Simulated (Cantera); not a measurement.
Feed: 1 mol SiC, 0.068 mol C, 0.25 mol N2, at 2525 K and 1.00 Torr.

Method: chemical equilibrium by Gibbs-energy minimisation in Cantera with the NASA 1993 tables (ideal gas, pure condensed phases). Candidate condensed phases: C, Si, SiC, Si3N4; 20 gas species. The tables' values for SiN are old estimates; treat these amounts as uncertain. Equilibrium is a limit: real reactors are often held back by kinetics, nucleation or transport.

Base state: Si 0.578, N2 0.208, SiC2 0.161, Si2C 0.0468, Si2 0.00216, CN 0.00158, SiN 0.000935, C3 0.000548 (mole fractions); condensed: C(graphite).

Task: What changes in the equilibrium state with this change: temperature from 2525 K to 1523 K?

Result: 
| species | before | after |
|---|---|---|
| N2 | 0.208 | 1.00 |
| Si | 0.578 | 1.08e-7 |
| C2N2 | 1.88e-5 | 5.06e-9 |
| SiC2 | 0.161 | <1e-9 |
| Si2C | 0.0468 | <1e-9 |
| Si2 | 0.00216 | <1e-9 |
| C3 | 0.000548 | <1e-9 |
| CN | 0.00158 | 4.23e-9 |
| SiC | 0.000300 | <1e-9 |
| C(graphite), mol | 0.624 | 0.0680 |
| SiC(s), mol | 0 | 1.00 |

Task: What changes in the equilibrium state with this change: pressure from 1.00 Torr to 1.73 Torr?

Result: 
```json
[
 {"species": "Si", "before": "0.578", "after": "0.552"},
 {"species": "N2", "before": "0.208", "after": "0.214"},
 {"species": "SiC2", "before": "0.161", "after": "0.154"},
 {"species": "Si2C", "before": "0.0468", "after": "0.0736"},
 {"species": "Si3", "before": "4.98e-5", "after": "0.000129"},
 {"species": "Si2N", "before": "0.000110", "after": "0.000230"},
 {"species": "C3", "before": "0.000548", "after": "0.000318"},
 {"species": "C(graphite), mol", "before": "0.624", "after": "0.623"}
]
```

Task: What changes in the equilibrium state with this change: N2 from 0.25 to 2.6 mol?

Result: 
| species | before | after |
|---|---|---|
| N2 | 0.208 | 0.724 |
| Si | 0.578 | 0.208 |
| SiC2 | 0.161 | 0.0579 |
| Si2C | 0.0468 | 0.00605 |
| Si3 | 4.98e-5 | 2.31e-6 |
| Si2 | 0.00216 | 0.000279 |
| C(graphite), mol | 0.624 | 0.613 |
